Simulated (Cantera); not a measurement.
Input (Python, Cantera):

```python
import numpy as np
import cantera as ct

gas = ct.Solution("gri30.yaml")
gas.TPX = 1375, 130000, {'C2H6': 1, 'N2': 3.3}
inlet = ct.Reservoir(gas, clone=True)

reactor = ct.IdealGasConstPressureReactor(gas, energy="off", clone=False)
exhaust = ct.Reservoir(gas, clone=True)
tau = [13, 3.3, 0.84, 0.22, 0.056, 0.015, 0.0038, 0.00097][0]
for a, b in ((inlet, reactor), (reactor, exhaust)):
    ct.MassFlowController(a, b, mdot=lambda t: reactor.mass / tau)
net = ct.ReactorNet([reactor])
show = ['C2H6', 'HCN', 'C2H2', 'CH4', 'H', 'H2', 'CH3']

rows = []
print(f"{'tau/s':>10s}{'T/K':>9s}" + "".join(f"{s:>11s}" for s in show))
for tau in [13, 3.3, 0.84, 0.22, 0.056, 0.015, 0.0038, 0.00097]:
    net.initial_time = 0.0
    net.advance(30 * tau)
    before = gas.X
    net.advance(40 * tau)
    drift = np.max(np.abs(gas.X - before) / (gas.X + 1e-9))
    rows.append([gas.T, *gas[show].X, drift])
    print(f"{tau:10.3e}{gas.T:9.1f}" + "".join(f"{x:11.3e}" for x in gas[show].X))
```

Result:

```
     tau/s      T/K       C2H6        HCN       C2H2        CH4          H         H2        CH3
 1.300e+01   1375.0  2.422e-04  8.231e-10  1.021e-01  9.758e-02  1.822e-06  1.830e-01  1.938e-05
 3.300e+00   1375.0  4.222e-04  4.901e-10  1.035e-01  8.435e-02  2.766e-06  1.959e-01  2.381e-05
 8.400e-01   1375.0  8.234e-04  3.750e-10  1.037e-01  7.013e-02  4.547e-06  2.086e-01  3.073e-05
 2.200e-01   1375.0  1.742e-03  3.274e-10  1.004e-01  5.983e-02  7.312e-06  2.145e-01  4.158e-05
 5.600e-02   1375.0  4.189e-03  3.072e-10  8.995e-02  5.414e-02  1.111e-05  2.092e-01  6.098e-05
 1.500e-02   1375.0  1.089e-02  2.995e-10  6.893e-02  5.113e-02  1.501e-05  1.894e-01  9.527e-05
 3.800e-03   1375.0  3.215e-02  2.842e-10  3.763e-02  4.464e-02  1.762e-05  1.524e-01  1.612e-04
 9.700e-04   1375.0  8.983e-02  2.393e-10  1.193e-02  2.799e-02  1.657e-05  9.932e-02  2.653e-04
```

Detailed kinetics in Cantera: GRI-Mech 3.0 (53 species, 325 reactions). GRI-Mech 3.0 stops at C3 and has no aromatics, soot or wall deposition, so with more carbon than oxygen in the feed, carbon stays in small species such as C2H2 where larger ones or solid carbon would form.
